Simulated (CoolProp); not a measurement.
Vapour-liquid equilibrium of n-pentane (1) + acetone (2) at 0.296 MPa; x and y are mole fractions of (1).

Values from CoolProp's multi-fluid Helmholtz-energy mixture model, Thol 2019 and Lemmon 2006; pair parameters Bell 2016.

```csv
x,"bubble temperature, mixture model (°C)","bubble temperature, Raoult's law (°C)","y, mixture model","y, Raoult's law"
0.05,84.8,90.1,0.191,0.080
0.125,78.1,88.4,0.366,0.191
0.2,74.0,86.8,0.467,0.294
0.275,71.5,85.1,0.530,0.389
0.35,69.8,83.6,0.573,0.476
0.425,68.8,82.0,0.606,0.556
0.5,68.0,80.5,0.634,0.630
0.575,67.6,79.1,0.659,0.699
0.65,67.3,77.7,0.687,0.762
0.725,67.2,76.3,0.720,0.820
0.8,67.4,75.0,0.762,0.875
0.875,68.1,73.7,0.821,0.925
0.95,69.7,72.4,0.911,0.971
```

The largest gap from Raoult's law is -13.8 K in bubble temperature, at x = 0.35. y crosses x between x = 0.65 and 0.725: the model has an azeotrope there.

The pair parameters rest on a limited set of measurements; away from them the model extrapolates.
